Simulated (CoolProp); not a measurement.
A Linde-Hampson liquefier for normal hydrogen: isothermal reversible compression at 230 K from 1 atm to 25 MPa, throttling to 1 atm, return gas leaving the recuperator 5 K below the feed. Each further row changes one setting.

Computed with CoolProp (reference Helmholtz-energy equation of state, Leachman 2009).

```json
[
 {"case": "as stated", "compression work (kJ/kg of gas)": "5390"},
 {"case": "high pressure 50 MPa", "compression work (kJ/kg of gas)": "6240"},
 {"case": "warm-end temperature 260 K", "compression work (kJ/kg of gas)": "6080"},
 {"case": "warm-end gap 10 K", "compression work (kJ/kg of gas)": "5390"}
]
```
